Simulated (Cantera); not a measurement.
A Cantera script and its output.

```python
import numpy as np
import cantera as ct

gas = ct.Solution("gri30.yaml")
gas.TPX = 1850, 1333, {'NO': 1, 'N2': 1.7}
reactor = ct.IdealGasConstPressureReactor(gas, energy="off", clone=False)
net = ct.ReactorNet([reactor])
net.rtol, net.atol = 1e-08, 1e-18
show = ['NO', 'NO2', 'O', 'N2O', 'N2', 'O2']
times = np.geomspace(5e-06, 20, 11)

steps = ct.SolutionArray(gas, extra=["t"])
rows = []
print(f"{'t/s':>10s}{'T/K':>9s}{'P/Pa':>11s}" + "".join(f"{s:>11s}" for s in show))
for t in times:
    while net.time < t:
        t_next = net.step()
        steps.append(gas.state, t=t_next)
    rows.append([np.interp(t, steps.t, y) for y in (steps.T, steps.P, *steps(*show).X.T)])
    print(f"{t:10.3e}{rows[-1][0]:9.1f}{rows[-1][1]:11.4g}" + "".join(f"{x:11.3e}" for x in rows[-1][2:]))
rate = np.gradient(steps.T, steps.t)
print("integrator steps:", len(steps.t))
if steps.T.max() > steps.T[0] + 200:
    print(f"time of steepest temperature rise: {steps.t[rate.argmax()]:.4e} s")
gas.TPX = 1850, 1333, {'NO': 1, 'N2': 1.7}
gas.equilibrate("TP")
print(f"equilibrium (TP): T = {gas.T:.1f} K  " + "  ".join(f"{s} {gas[s].X[0]:.3e}" for s in show))
```

Result:

```
       t/s      T/K       P/Pa         NO        NO2          O        N2O         N2         O2
 5.000e-06   1850.0       1333  3.704e-01  5.982e-14  3.272e-09  3.272e-09  6.296e-01  2.803e-14
 2.287e-05   1850.0       1333  3.704e-01  1.262e-12  1.496e-08  1.496e-08  6.296e-01  5.917e-13
 1.046e-04   1850.0       1333  3.704e-01  2.680e-11  6.844e-08  6.839e-08  6.296e-01  1.258e-11
 4.782e-04   1850.0       1333  3.704e-01  5.442e-10  3.132e-07  3.121e-07  6.296e-01  2.575e-10
 2.187e-03   1850.0       1333  3.704e-01  1.099e-08  1.437e-06  1.414e-06  6.296e-01  5.385e-09
 1.000e-02   1850.0       1333  3.704e-01  2.006e-07  6.694e-06  6.188e-06  6.296e-01  1.157e-07
 4.573e-02   1850.0       1333  3.703e-01  2.426e-06  3.313e-05  2.328e-05  6.296e-01  2.958e-06
 2.091e-01   1850.0       1333  3.700e-01  8.940e-06  1.285e-04  4.880e-05  6.297e-01  9.231e-05
 9.564e-01   1850.0       1333  3.682e-01  1.119e-05  1.657e-04  4.960e-05  6.306e-01  9.325e-04
 4.373e+00   1850.0       1333  3.600e-01  1.571e-05  2.009e-04  4.602e-05  6.347e-01  5.045e-03
 2.000e+01   1850.0       1333  3.187e-01  2.790e-05  3.166e-04  3.295e-05  6.553e-01  2.561e-02
integrator steps: 508
equilibrium (TP): T = 1850.0 K  NO 4.659e-03  NO2 1.134e-06  O 7.176e-04  N2O 3.117e-08  N2 8.122e-01  O2 1.824e-01
```

Detailed kinetics in Cantera: GRI-Mech 3.0 (53 species, 325 reactions). Radical loss at walls, strong at low pressure, is not modelled.
